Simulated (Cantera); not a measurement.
Cantera run, input and output.

```python
import numpy as np
import cantera as ct

gas = ct.Solution("gri30.yaml")
gas.TPX = 975, 1333, {'H2': 0.088, 'O2': 1}
reactor = ct.IdealGasConstPressureReactor(gas, energy="off", clone=False)
net = ct.ReactorNet([reactor])
net.rtol, net.atol = 1e-08, 1e-18
show = ['H2', 'O2', 'HO2', 'H2O', 'O', 'OH']
times = np.geomspace(0.0006, 200, 15)

steps = ct.SolutionArray(gas, extra=["t"])
rows = []
print(f"{'t/s':>10s}{'T/K':>9s}{'P/Pa':>11s}" + "".join(f"{s:>11s}" for s in show))
for t in times:
    while net.time < t:
        t_next = net.step()
        steps.append(gas.state, t=t_next)
    rows.append([np.interp(t, steps.t, y) for y in (steps.T, steps.P, *steps(*show).X.T)])
    print(f"{t:10.3e}{rows[-1][0]:9.1f}{rows[-1][1]:11.4g}" + "".join(f"{x:11.3e}" for x in rows[-1][2:]))
rate = np.gradient(steps.T, steps.t)
print("integrator steps:", len(steps.t))
if steps.T.max() > steps.T[0] + 200:
    print(f"time of steepest temperature rise: {steps.t[rate.argmax()]:.4e} s")
gas.TPX = 975, 1333, {'H2': 0.088, 'O2': 1}
gas.equilibrate("TP")
print(f"equilibrium (TP): T = {gas.T:.1f} K  " + "  ".join(f"{s} {gas[s].X[0]:.3e}" for s in show))
```

Result:

```
       t/s      T/K       P/Pa         H2         O2        HO2        H2O          O         OH
 6.000e-04    975.0       1333  8.088e-02  9.191e-01  2.227e-10  4.517e-10  3.142e-10  1.416e-10
 1.488e-03    975.0       1333  8.088e-02  9.191e-01  7.670e-10  1.496e-08  7.757e-09  3.285e-09
 3.691e-03    975.0       1333  8.085e-02  9.191e-01  4.003e-07  2.671e-05  1.339e-05  5.656e-06
 9.154e-03    975.0       1333  4.495e-03  8.862e-01  1.032e-05  6.608e-02  2.050e-02  2.784e-03
 2.270e-02    975.0       1333  8.040e-04  9.074e-01  8.593e-06  8.111e-02  6.946e-03  1.121e-03
 5.631e-02    975.0       1333  1.287e-04  9.143e-01  4.496e-06  8.382e-02  1.168e-03  3.881e-04
 1.397e-01    975.0       1333  1.879e-05  9.155e-01  1.585e-06  8.418e-02  1.733e-04  1.448e-04
 3.464e-01    975.0       1333  2.873e-06  9.157e-01  4.387e-07  8.425e-02  2.941e-05  6.019e-05
 8.592e-01    975.0       1333  5.046e-07  9.157e-01  1.172e-07  8.428e-02  6.229e-06  2.791e-05
 2.131e+00    975.0       1333  1.100e-07  9.157e-01  3.426e-08  8.428e-02  1.629e-06  1.429e-05
 5.285e+00    975.0       1333  2.976e-08  9.157e-01  1.113e-08  8.429e-02  4.962e-07  7.876e-06
 1.311e+01    975.0       1333  9.329e-09  9.157e-01  3.924e-09  8.429e-02  1.668e-07  4.560e-06
 3.251e+01    975.0       1333  3.202e-09  9.157e-01  1.490e-09  8.429e-02  5.970e-08  2.724e-06
 8.064e+01    975.0       1333  1.163e-09  9.157e-01  6.394e-10  8.429e-02  2.224e-08  1.661e-06
 2.000e+02    975.0       1333  4.387e-10  9.157e-01  3.646e-10  8.429e-02  8.522e-09  1.028e-06
integrator steps: 1961
equilibrium (TP): T = 975.0 K  H2 3.126e-11  O2 9.157e-01  HO2 5.816e-10  H2O 8.429e-02  O 6.018e-10  OH 2.728e-07
```

Cantera simulation using GRI-Mech 3.0 (53 species, 325 reactions); the numbers are that mechanism's predictions, not measurements. Radical loss at walls, strong at low pressure, is not modelled. The temperature is held fixed by assumption; the heat of reaction is taken as removed at once.
